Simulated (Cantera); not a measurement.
Input (Python, Cantera) and output of one run.

```python
import numpy as np
import cantera as ct

gas_names = """
    CL CL2 H HCL H2 Si SiCL SiCL2 SiCL3 SiCL4 SiH SiHCL3 SiH2 SiH2CL2 SiH3 SiH3CL SiH4 Si2 Si3
""".split()
cond_names = """
    Si(cr) Si(L)
""".split()


def load(file, names, dense=False):
    # The tables refer to 1 bar. Condensed volumes are neglected.
    table = {s.name: s for s in ct.Species.list_from_file(file)}
    out = []
    for n in names:
        d = dict(table[n].input_data)
        d["thermo"] = dict(d["thermo"], **{"reference-pressure": 1e5})
        if dense:
            d["equation-of-state"] = {"model": "constant-volume", "density": "1e6 g/cm^3"}
        out.append(ct.Species.from_dict(d))
    return out


gas = ct.Solution(thermo="ideal-gas", species=load("nasa_gas.yaml", gas_names))
cond = {s.name: ct.Solution(thermo="fixed-stoichiometry", species=[s], name=s.name)
        for s in load("nasa_condensed.yaml", cond_names, dense=True)}
atoms = {
    'Si2Cl6': {'Si': 2, 'CL': 6},
    'HCl': {'H': 1, 'CL': 1},
    'H2': {'H': 2},
}
top_T = {}  # K; cautious upper limits of use, not melting points


def equilibrate(T, P, feed):
    n = {}
    for name, mol in feed.items():
        for a, k in atoms[name].items():
            n[a] = n.get(a, 0.0) + k * mol
    gas.TPX = T, P, n
    mass = sum(n.values()) * gas.mean_molecular_weight
    gas.equilibrate("TP")
    valid = [c for c in cond.values() if c.min_temp <= T <= top_T.get(c.name, c.max_temp)]
    mix = ct.Mixture([(gas, mass / gas.mean_molecular_weight)] + [(c, 0.0) for c in valid])
    mix.T, mix.P = T, P
    mix.equilibrate("TP", solver="vcs", rtol=1e-11, max_steps=5000)
    return mix


results = []
P = 220  # Pa
for T in [1148, 1198, 1248, 1298, 1348, 1398, 1448, 1498, 1548, 1598, 1648, 1698]:
    for m in [4, 5.1, 6.3, 7.9, 9.9, 12, 16, 19, 24]:
        feed = {'Si2Cl6': 1, 'HCl': 0.026, 'H2': m}  # mol
        mix = equilibrate(T, P, feed)
        results.append((T, P, feed, dict(zip(mix.species_names, mix.species_moles))))

for T, P, feed, n in results:
    print(f"{T:7g} {feed['H2']:10.4g}  " + (" + ".join(c for c in cond_names if n.get(c, 0) > 1e-12) or "gas only"))
```

Result:

```
   1148          4  Si(cr)
   1148        5.1  Si(cr)
   1148        6.3  Si(cr)
   1148        7.9  Si(cr)
   1148        9.9  Si(cr)
   1148         12  Si(cr)
   1148         16  Si(cr)
   1148         19  Si(cr)
   1148         24  Si(cr)
   1198          4  Si(cr)
   1198        5.1  Si(cr)
   1198        6.3  Si(cr)
   1198        7.9  Si(cr)
   1198        9.9  Si(cr)
   1198         12  Si(cr)
   1198         16  Si(cr)
   1198         19  Si(cr)
   1198         24  Si(cr)
   1248          4  Si(cr)
   1248        5.1  Si(cr)
   1248        6.3  Si(cr)
   1248        7.9  Si(cr)
   1248        9.9  Si(cr)
   1248         12  Si(cr)
   1248         16  Si(cr)
   1248         19  Si(cr)
   1248         24  Si(cr)
   1298          4  Si(cr)
   1298        5.1  Si(cr)
   1298        6.3  Si(cr)
   1298        7.9  Si(cr)
   1298        9.9  Si(cr)
   1298         12  Si(cr)
   1298         16  Si(cr)
   1298         19  Si(cr)
   1298         24  Si(cr)
   1348          4  gas only
   1348        5.1  gas only
   1348        6.3  Si(cr)
   1348        7.9  Si(cr)
   1348        9.9  Si(cr)
   1348         12  Si(cr)
   1348         16  Si(cr)
   1348         19  Si(cr)
   1348         24  Si(cr)
   1398          4  gas only
   1398        5.1  gas only
   1398        6.3  gas only
   1398        7.9  Si(cr)
   1398        9.9  Si(cr)
   1398         12  Si(cr)
   1398         16  Si(cr)
   1398         19  Si(cr)
   1398         24  Si(cr)
   1448          4  gas only
   1448        5.1  gas only
   1448        6.3  gas only
   1448        7.9  Si(cr)
   1448        9.9  Si(cr)
   1448         12  Si(cr)
   1448         16  Si(cr)
   1448         19  Si(cr)
   1448         24  Si(cr)
   1498          4  gas only
   1498        5.1  gas only
   1498        6.3  gas only
   1498        7.9  Si(cr)
   1498        9.9  Si(cr)
   1498         12  Si(cr)
   1498         16  Si(cr)
   1498         19  Si(cr)
   1498         24  Si(cr)
   1548          4  gas only
   1548        5.1  gas only
   1548        6.3  gas only
   1548        7.9  Si(cr)
   1548        9.9  Si(cr)
   1548         12  Si(cr)
   1548         16  Si(cr)
   1548         19  Si(cr)
   1548         24  Si(cr)
   1598          4  gas only
   1598        5.1  gas only
   1598        6.3  gas only
   1598        7.9  gas only
   1598        9.9  Si(cr)
   1598         12  Si(cr)
   1598         16  Si(cr)
   1598         19  Si(cr)
   1598         24  Si(cr)
   1648          4  gas only
   1648        5.1  gas only
   1648        6.3  gas only
   1648        7.9  gas only
   1648        9.9  Si(cr)
   1648         12  Si(cr)
   1648         16  Si(cr)
   1648         19  Si(cr)
   1648         24  Si(cr)
   1698          4  gas only
   1698        5.1  gas only
   1698        6.3  gas only
   1698        7.9  gas only
   1698        9.9  Si(L)
   1698         12  Si(L)
   1698         16  Si(L)
   1698         19  Si(L)
   1698         24  Si(L)
```

Cantera equilibrium calculation (NASA polynomials, part measured and part estimated; ideal gas, pure solids and liquids). The feed counts by its element totals alone. The tables' values for SiCl3 are old estimates.
